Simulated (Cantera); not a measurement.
Cantera run, input and output.

```python
import numpy as np
import cantera as ct

gas = ct.Solution("gri30.yaml")
gas.TP = 300, 130000
flame = ct.CounterflowDiffusionFlame(gas, width=0.02)
flame.fuel_inlet.X, flame.fuel_inlet.T = {'C3H8': 1}, 500
flame.oxidizer_inlet.X, flame.oxidizer_inlet.T = {'O2': 0.22, 'N2': 0.78}, 823
flame.set_refine_criteria(ratio=3, slope=0.12, curve=0.24, prune=0.03)
show = ['OH', 'H', 'NO', 'CO', 'C2H2']

rows = []
print(f"{'mdot':>8s}{'a_max':>10s}{'a_mean':>10s}{'Tmax/K':>9s}" + "".join(f"{s:>11s}" for s in show) + "   (peak mole fractions)")
for i, mdot in enumerate([0.33, 0.42, 0.53, 0.68, 0.87, 1.1, 1.4, 1.8, 2.3, 3]):  # kg/m2/s on the oxidiser side
    flame.oxidizer_inlet.mdot, flame.fuel_inlet.mdot = mdot, 1.4 * mdot
    flame.solve(loglevel=0, auto=(i == 0))
    if flame.T.max() < max(500, 823) + 100:
        print(f"{mdot:8.3g}  no burning solution found from the previous one")
        break
    dT = np.abs(np.gradient(flame.T, flame.grid))
    rows.append([flame.strain_rate("max"), flame.strain_rate("mean"), flame.T.max(),
                 *(flame.X[gas.species_index(s)].max() for s in show), max(dT[0], dT[-1]) / dT.max()])
    print(f"{mdot:8.3g}{rows[-1][0]:10.1f}{rows[-1][1]:10.1f}{rows[-1][2]:9.1f}" + "".join(f"{x:11.3e}" for x in rows[-1][3:-1]))
```

It prints:

```
    mdot     a_max    a_mean   Tmax/K         OH          H         NO         CO       C2H2   (peak mole fractions)
    0.33     269.5      46.8   2316.1  1.110e-02  5.126e-03  5.553e-04  8.911e-02  5.419e-02
    0.42     338.7      59.6   2299.1  1.115e-02  5.350e-03  5.191e-04  8.800e-02  5.305e-02
    0.53     422.4      75.2   2284.6  1.120e-02  5.587e-03  4.891e-04  8.707e-02  5.192e-02
    0.68     534.7      96.5   2269.7  1.123e-02  5.854e-03  4.593e-04  8.628e-02  5.066e-02
    0.87     675.4     123.4   2255.9  1.126e-02  6.129e-03  4.318e-04  8.558e-02  4.938e-02
     1.1     842.9     156.0   2243.2  1.128e-02  6.401e-03  4.065e-04  8.510e-02  4.817e-02
     1.4    1057.6     198.6   2228.7  1.124e-02  6.663e-03  3.787e-04  8.453e-02  4.683e-02
     1.8    1339.2     255.3   2211.8  1.114e-02  6.918e-03  3.475e-04  8.393e-02  4.517e-02
     2.3    1683.6     326.3   2194.5  1.100e-02  7.155e-03  3.158e-04  8.350e-02  4.351e-02
       3    2154.4     425.6   2174.1  1.077e-02  7.374e-03  2.799e-04  8.322e-02  4.155e-02
```

Model: GRI-Mech 3.0 (53 species, 325 reactions), integrated in Cantera. GRI-Mech 3.0 was tuned for natural gas; its chemistry of propane as a main component is partial and can be far from experiment. GRI-Mech 3.0 has no aromatics or soot, which form on the fuel side of real flames. The maximum strain rate includes the flame's own expansion and is several times the mean.
